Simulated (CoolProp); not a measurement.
R1224YDZ at several states: Z from the reference equation and from simpler models built on Tc = 155.5 °C, pc = 3.334 MPa, ω = 0.325; each cubic takes its own stable root.

The numbers come from the reference Helmholtz-energy equation of state, Akasaka 2023 in CoolProp.

| T (°C) | p (MPa) | phase | reference |
|---|---|---|---|
| -48.65 | 0.239 | liquid | 0.01229 |
| 157.05 | 2.22 | gas | 0.7186 |
| -103.35 | 0.0102 | liquid | 0.0006396 |

Q: How far does each simpler model (Redlich-Kwong, Soave-Redlich-Kwong) lie from the reference over these 3 states: mean and median of the absolute difference, and the worst?

A: 
- Redlich-Kwong: mean 11.4 %, median 16.1 %, worst +17.2 % at -103.35 °C and 0.0102 MPa
- Soave-Redlich-Kwong: mean 9.6 %, median 12.5 %, worst +15.1 % at -103.35 °C and 0.0102 MPa
